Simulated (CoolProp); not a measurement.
Vapour-liquid equilibrium of benzene (1) + octamethylcyclotetrasiloxane (D4) (2) at 456.1 K; x and y are mole fractions of (1).

Model: multi-fluid Helmholtz-energy mixture model, Thol 2012 and Thol 2015; pair parameters Bell 2016, in CoolProp.

Give the bubble pressure and the first vapour's composition at x = 0.05, 0.25, 0.45. Is there an azeotrope?

x = 0.05: 151.8 kPa, y = 0.225; x = 0.25: 302.3 kPa, y = 0.670; x = 0.45: 477.5 kPa, y = 0.836. No azeotrope shows between x = 0.05 and 0.95.

The pair parameters rest on a limited set of measurements; away from them the model extrapolates.
